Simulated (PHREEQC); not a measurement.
A solution holds 3.6 mmol/kgw NaHCO3, 1 mmol/kgw NH3 and 20 mmol/kgw KCl, at 60 °C. Closed to the air; pH follows from the charge balance.

Equilibrium calculation in PHREEQC: ion-association model, phreeqc.dat.

Each row changes one thing in this solution. Precipitation was switched off in this run.

```json
[
 {"case": "as made", "pH": "8.74", "ionic strength (mol/kgw)": "0.0241", "HCO3- (mol/kgw)": "0.00334", "NH3 (mol/kgw)": "0.000703", "NH4+ (mol/kgw)": "0.000297", "CO3-2 (mol/kgw)": "0.000208", "SI of Sylvite (KCl)": "-4.60", "SI of Halite (NaCl)": "-5.88"},
 {"case": "NH3 from 0.001 to 0.0009 mol/kgw", "pH": "8.71", "ionic strength (mol/kgw)": "0.0240", "HCO3- (mol/kgw)": "0.00335", "NH3 (mol/kgw)": "0.000621", "NH4+ (mol/kgw)": "0.000279", "CO3-2 (mol/kgw)": "0.000196", "SI of Sylvite (KCl)": "-4.60", "SI of Halite (NaCl)": "-5.88"},
 {"case": "NaHCO3 from 0.0036 to 0.00396 mol/kgw", "pH": "8.72", "ionic strength (mol/kgw)": "0.0244", "HCO3- (mol/kgw)": "0.00368", "NH3 (mol/kgw)": "0.000692", "NH4+ (mol/kgw)": "0.000308", "CO3-2 (mol/kgw)": "0.000218", "SI of Sylvite (KCl)": "-4.60", "SI of Halite (NaCl)": "-5.84"},
 {"case": "KCl from 0.02 to 0.002 mol/kgw", "pH": "8.76", "ionic strength (mol/kgw)": "0.00600", "HCO3- (mol/kgw)": "0.00336", "NH3 (mol/kgw)": "0.000730", "NH4+ (mol/kgw)": "0.000270", "CO3-2 (mol/kgw)": "0.000179", "SI of Sylvite (KCl)": "-6.53", "SI of Halite (NaCl)": "-6.82"},
 {"case": "temperature from 60 to 40 °C", "pH": "9.05", "ionic strength (mol/kgw)": "0.0243", "HCO3- (mol/kgw)": "0.00322", "NH3 (mol/kgw)": "0.000598", "NH4+ (mol/kgw)": "0.000402", "CO3-2 (mol/kgw)": "0.000342", "SI of Sylvite (KCl)": "-4.51", "SI of Halite (NaCl)": "-5.86"},
 {"case": "diluted 10-fold with water", "pH": "8.50", "ionic strength (mol/kgw)": "0.00241", "HCO3- (mol/kgw)": "0.000348", "NH3 (mol/kgw)": "6.04e-5", "NH4+ (mol/kgw)": "3.96e-5", "CO3-2 (mol/kgw)": "9.31e-6", "SI of Sylvite (KCl)": "-6.50", "SI of Halite (NaCl)": "-7.79"},
 {"case": "NaHCO3 from 0.0036 to 0.018 mol/kgw", "pH": "8.27", "ionic strength (mol/kgw)": "0.0386", "HCO3- (mol/kgw)": "0.0171", "NH3 (mol/kgw)": "0.000433", "NH4+ (mol/kgw)": "0.000567", "CO3-2 (mol/kgw)": "0.000392", "SI of Sylvite (KCl)": "-4.63", "SI of Halite (NaCl)": "-5.22"},
 {"case": "KCl from 0.02 to 0.03 mol/kgw", "pH": "8.73", "ionic strength (mol/kgw)": "0.0341", "HCO3- (mol/kgw)": "0.00333", "NH3 (mol/kgw)": "0.000693", "NH4+ (mol/kgw)": "0.000307", "CO3-2 (mol/kgw)": "0.000218", "SI of Sylvite (KCl)": "-4.27", "SI of Halite (NaCl)": "-5.73"}
]
```

Complexes and solids missing from the database can't appear. Away from 25 °C the constants follow the database's enthalpies or fits; those with neither stay at their 25 °C values.
